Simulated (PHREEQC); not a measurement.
# Hard or scaling water (model solution)

Make-up at 25 °C: 0.0013 mol CaSO4, 5.4e-06 mol CO2, 0.014 mol KCl and 0.00045 mol (CH3)4NCl per kg of water. Closed to the air; pH follows from the charge balance.

The numbers come from PHREEQC with the ion-association model, wateq4f.dat.

This is a speciation only: nothing precipitates in the calculation.

**Question.** What pH does the model give?

**Answer.** pH 5.89.

**Question.** In which forms is Ca present?

**Answer.** Ca+2 93 %, CaSO4 7.3 % of the Ca.

(CH3)4N+ isn't in the database: it is added as a free cation with an ion size of 4 Å.
